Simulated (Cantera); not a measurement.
Input: 1 mol CuF2, 11 mol H2O, 0.16 mol N2, equilibrated at 3.90 mbar.

Method: chemical equilibrium by Gibbs-energy minimisation in Cantera with the NASA 1993 tables (ideal gas, pure condensed phases). Candidate condensed phases: Cu, CuF2, CuO, Cu(OH)2, Cu2O, H2O; 45 gas species. Equilibrium is a limit: real reactors are often held back by kinetics, nucleation or transport. All values below are at 1173 K.

Base state: H2O 0.806, HF 0.161, O2 0.0201, N2 0.0129, CuF 2.35e-5, OH 1.30e-5 (mole fractions); condensed: Cu2O(s).

What changes in the equilibrium state with this change: pressure from 3.90 mbar to 1.00 bar?


```json
[
 {"species": "H2O", "before": "0.806", "after": "0.811"},
 {"species": "HF", "before": "0.161", "after": "0.162"},
 {"species": "O2", "before": "0.0201", "after": "0.0141"},
 {"species": "N2", "before": "0.0129", "after": "0.0130"},
 {"species": "CuF", "before": "2.35e-5", "after": "1.47e-6"},
 {"species": "OH", "before": "1.30e-5", "after": "2.98e-6"},
 {"species": "Cu2O(s), mol", "before": "0.500", "after": "0.347"},
 {"species": "CuO(s), mol", "before": "0", "after": "0.306"}
]
```
Mutual solubility and eutectic melting of coexisting phases are not modelled.
